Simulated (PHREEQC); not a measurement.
Make-up at 82 °C: 0.046 mol HF and 0.0024 mol (NH4)2SiF6 per kg of water. Closed to the air; pH follows from the charge balance.

Computed with PHREEQC (ion-association model, wateq4f.dat).

Precipitation was switched off in this run.

**Question.** Estimate the pH, ionic strength.

**Answer.** pH 2.49; ionic strength 0.0108 mol/kgw.

**Question.** In which forms is F present?

**Answer.** HF 68 %, SiF6-2 24 %, F- 5.1 %, HF2- 1.8 %, H2F2 1.5 % of the F.

Away from 25 °C the constants follow the database's enthalpies or fits; those with neither stay at their 25 °C values. SiF6-2 is the database's only silicon fluoride.
